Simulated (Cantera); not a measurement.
What does this Cantera script print?

```python
import numpy as np
import cantera as ct

gas_names = """
    CL CL2 H HCL H2 Si SiCL SiCL2 SiCL3 SiCL4 SiH SiHCL3 SiH2 SiH2CL2 SiH3 SiH3CL SiH4 Si2 Si3
""".split()
cond_names = """
    Si(cr) Si(L)
""".split()


def load(file, names, dense=False):
    # The tables refer to 1 bar. Condensed volumes are neglected.
    table = {s.name: s for s in ct.Species.list_from_file(file)}
    out = []
    for n in names:
        d = dict(table[n].input_data)
        d["thermo"] = dict(d["thermo"], **{"reference-pressure": 1e5})
        if dense:
            d["equation-of-state"] = {"model": "constant-volume", "density": "1e6 g/cm^3"}
        out.append(ct.Species.from_dict(d))
    return out


gas = ct.Solution(thermo="ideal-gas", species=load("nasa_gas.yaml", gas_names))
cond = {s.name: ct.Solution(thermo="fixed-stoichiometry", species=[s], name=s.name)
        for s in load("nasa_condensed.yaml", cond_names, dense=True)}
atoms = {
    'Si': {'Si': 1},
    'HCl': {'H': 1, 'CL': 1},
    'H2': {'H': 2},
}
top_T = {}  # K; cautious upper limits of use, not melting points


def equilibrate(T, P, feed):
    n = {}
    for name, mol in feed.items():
        for a, k in atoms[name].items():
            n[a] = n.get(a, 0.0) + k * mol
    gas.TPX = T, P, n
    mass = sum(n.values()) * gas.mean_molecular_weight
    gas.equilibrate("TP")
    valid = [c for c in cond.values() if c.min_temp <= T <= top_T.get(c.name, c.max_temp)]
    mix = ct.Mixture([(gas, mass / gas.mean_molecular_weight)] + [(c, 0.0) for c in valid])
    mix.T, mix.P = T, P
    mix.equilibrate("TP", solver="vcs", rtol=1e-11, max_steps=5000)
    return mix


results = []
feed = {'Si': 1, 'HCl': 0.66, 'H2': 6}  # mol
P = 110000  # Pa
for T in [1250, 1325, 1400, 1475, 1550, 1625, 1700]:
    mix = equilibrate(T, P, feed)
    results.append((T, P, feed, dict(zip(mix.species_names, mix.species_moles))))

top = {s: max(r[3][s] / sum(r[3][g] for g in gas_names) for r in results) for s in gas_names}
cols = sorted((s for s in top if top[s] > 0.0001), key=lambda s: -top[s])[:8]
seen = [c for c in cond_names if any(r[3].get(c, 0) > 1e-12 for r in results)]
print("log10 of partial pressures in bar; condensed amounts in mol")
print(f"{'T/K':>10s}" + "".join(f"{s[:9]:>10s}" for s in cols + seen))
for T, P, feed, n in results:
    ng = sum(n[g] for g in gas_names)
    print(f"{T:10.4g}" + "".join(f"{np.log10(max(n[s] / ng * P / 1e5, 1e-99)):10.3f}" for s in cols)
          + "".join(f"{n.get(c, 0):10.4g}" for c in seen))
```

It prints:

```
log10 of partial pressures in bar; condensed amounts in mol
       T/K        H2       HCL     SiCL2    SiHCL3     SiCL4     SiCL3   SiH2CL2         H    Si(cr)     Si(L)
      1250     0.017    -1.443    -2.503    -2.058    -2.070    -2.714    -2.912    -6.307    0.8595         0
      1325     0.013    -1.325    -2.225    -2.200    -2.247    -2.603    -2.996    -5.780    0.8716         0
      1400     0.010    -1.243    -2.027    -2.399    -2.502    -2.578    -3.119    -5.308      0.88         0
      1475     0.007    -1.196    -1.900    -2.653    -2.832    -2.632    -3.278    -4.883    0.8845         0
      1550     0.006    -1.172    -1.826    -2.941    -3.208    -2.740    -3.461    -4.499     0.886         0
      1625     0.005    -1.161    -1.783    -3.236    -3.595    -2.872    -3.649    -4.149    0.8857         0
      1700     0.005    -1.155    -1.762    -3.525    -3.971    -3.014    -3.836    -3.829         0    0.8858
```

Equilibrium computed with Cantera from the NASA thermochemical tables; the gas is ideal and each condensed phase is pure. The tables' values for SiCl3 are old estimates; treat these amounts as uncertain. Gases not in the tables: Si2H6 and higher silanes.
